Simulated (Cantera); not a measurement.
Dilute partial oxidation

An isothermal, constant-pressure homogeneous reactor starts with CH2O : O2 : N2 = 0.017 : 0.018 : 1 (molar parts), at 1475 K and 7500 Torr.

Model: GRI-Mech 3.0 (53 species, 325 reactions), integrated in Cantera.

| t (s) | x CH2O | x O2 | x C2H | x CH3 | x O | x N2O | x HCO |
|---|---|---|---|---|---|---|---|
| 4.00e-5 | 6.05e-9 | 0.00902 | <1e-12 | 1.25e-9 | 0.000750 | 3.25e-7 | 1.96e-7 |
| 0.000132 | 2.81e-10 | 0.00448 | <1e-12 | <1e-12 | 0.000134 | 1.19e-6 | 1.56e-8 |
| 0.000435 | 2.97e-11 | 0.00218 | <1e-12 | <1e-12 | 3.71e-5 | 1.19e-6 | 1.96e-9 |
| 0.00143 | <1e-12 | 0.00124 | <1e-12 | <1e-12 | 7.00e-6 | 1.07e-6 | 7.54e-11 |
| 0.00473 | <1e-12 | 0.00100 | <1e-12 | <1e-12 | 1.25e-6 | 8.92e-7 | 1.14e-12 |
| 0.0156 | <1e-12 | 0.000967 | <1e-12 | <1e-12 | 2.27e-7 | 3.45e-7 | <1e-12 |
| 0.0514 | <1e-12 | 0.000964 | <1e-12 | <1e-12 | 5.18e-8 | 4.00e-8 | <1e-12 |
| 0.169 | <1e-12 | 0.000964 | <1e-12 | <1e-12 | 2.89e-8 | 1.80e-8 | <1e-12 |
| 0.558 | <1e-12 | 0.000964 | <1e-12 | <1e-12 | 2.84e-8 | 1.76e-8 | <1e-12 |
| 1.84 | <1e-12 | 0.000964 | <1e-12 | <1e-12 | 2.84e-8 | 1.76e-8 | <1e-12 |
| 6.07 | <1e-12 | 0.000964 | <1e-12 | <1e-12 | 2.84e-8 | 1.76e-8 | <1e-12 |
| 20.0 | <1e-12 | 0.000964 | <1e-12 | <1e-12 | 2.84e-8 | 1.76e-8 | <1e-12 |
x: mole fraction; the columns are a selection and need not sum to one.

Equilibrium at this temperature and pressure: CH2O <1e-12, O2 0.000926, C2H <1e-12, CH3 <1e-12, O 2.78e-8, N2O 1.73e-8, HCO <1e-12 (gas phase only).
